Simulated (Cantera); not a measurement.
Standard-state values (1 bar) from the NASA 1993 polynomials, evaluated with Cantera. Values are per mole of reaction as written; species without (g) are pure solids or liquids, kept so even where they would boil at 1 bar.

Between 1998 and 2998 K, where is each reaction favourable under standard conditions?
- 6 O(g) + S2(g) ⇌ 2 SO3(g)


- 6 O(g) + S2(g) ⇌ 2 SO3(g): ΔG° is -990 kJ at 1998 K and -263 kJ at 2998 K; it stays negative (K > 1). ΔH° is -2443 kJ and ΔS° -727 J/K at 2998 K.
